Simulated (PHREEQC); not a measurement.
NaHCO3 is added in steps, without added water, to 1 kg of water holding 0.047 mol/kgw ZnSO4, at 20 °C. Oxygen alone is held at its pressure in air (log pO2 = -0.68). The system is closed to CO2. Solids allowed: Zn(OH)2(e), Smithsonite. Others were left out.

Base run: PHREEQC, ion-association model, phreeqc.dat. Each further column changes one thing. The table gives HCO3- (mol/kgw).

```json
[
 {"NaHCO3 added (mol)": "0", "base": "0", "metal-ligand complexes left out": "0", "all activity coefficients set to 1": "0", "Davies equation for every ion": "0"},
 {"NaHCO3 added (mol)": "0.004437", "base": "0.000571", "metal-ligand complexes left out": "0.000538", "all activity coefficients set to 1": "0.000401", "Davies equation for every ion": "0.000577"},
 {"NaHCO3 added (mol)": "0.01109", "base": "0.00101", "metal-ligand complexes left out": "0.000898", "all activity coefficients set to 1": "0.000719", "Davies equation for every ion": "0.00102"},
 {"NaHCO3 added (mol)": "0.01553", "base": "0.00125", "metal-ligand complexes left out": "0.00109", "all activity coefficients set to 1": "0.000909", "Davies equation for every ion": "0.00127"},
 {"NaHCO3 added (mol)": "0.02219", "base": "0.00160", "metal-ligand complexes left out": "0.00136", "all activity coefficients set to 1": "0.00119", "Davies equation for every ion": "0.00162"},
 {"NaHCO3 added (mol)": "0.02662", "base": "0.00184", "metal-ligand complexes left out": "0.00154", "all activity coefficients set to 1": "0.00139", "Davies equation for every ion": "0.00186"},
 {"NaHCO3 added (mol)": "0.03328", "base": "0.00220", "metal-ligand complexes left out": "0.00180", "all activity coefficients set to 1": "0.00171", "Davies equation for every ion": "0.00222"},
 {"NaHCO3 added (mol)": "0.03772", "base": "0.00245", "metal-ligand complexes left out": "0.00198", "all activity coefficients set to 1": "0.00194", "Davies equation for every ion": "0.00248"},
 {"NaHCO3 added (mol)": "0.04437", "base": "0.00287", "metal-ligand complexes left out": "0.00227", "all activity coefficients set to 1": "0.00232", "Davies equation for every ion": "0.00290"},
 {"NaHCO3 added (mol)": "0.04881", "base": "0.00317", "metal-ligand complexes left out": "0.00247", "all activity coefficients set to 1": "0.00260", "Davies equation for every ion": "0.00320"},
 {"NaHCO3 added (mol)": "0.05547", "base": "0.00368", "metal-ligand complexes left out": "0.00282", "all activity coefficients set to 1": "0.00309", "Davies equation for every ion": "0.00372"},
 {"NaHCO3 added (mol)": "0.05991", "base": "0.00407", "metal-ligand complexes left out": "0.00308", "all activity coefficients set to 1": "0.00346", "Davies equation for every ion": "0.00411"},
 {"NaHCO3 added (mol)": "0.06656", "base": "0.00475", "metal-ligand complexes left out": "0.00354", "all activity coefficients set to 1": "0.00412", "Davies equation for every ion": "0.00479"},
 {"NaHCO3 added (mol)": "0.071", "base": "0.00529", "metal-ligand complexes left out": "0.00390", "all activity coefficients set to 1": "0.00464", "Davies equation for every ion": "0.00534"}
]
```
